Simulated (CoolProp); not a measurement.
Saturation properties of carbon dioxide (Tc = 31.0 °C, pc = 7377 kPa, ω = 0.224).

The numbers come from the reference Helmholtz-energy equation of state, Span 1996 in CoolProp.

```csv
T (°C),p (kPa),liquid density (kg/m³),liquid viscosity (µPa s)
-32.85,1296,1088,172
-27.25,?,1064,157
-21.75,1865,1040,144
-16.25,2207,1014,132
-10.65,?,986.3,120
-5.15,3033,957.0,110
0.35,3518,925.3,99.8
5.95,4067,889.7,?
11.45,4666,850.2,81.2
17.05,5343,802.8,71.9
```

Question: Complete the blanks.

Answer: 
- -27.25, p (kPa): 1564
- -10.65, p (kPa): 2600
- 5.95, liquid viscosity (µPa s): 90.3

Viscosity comes from a separate model (Laesecke 2017).
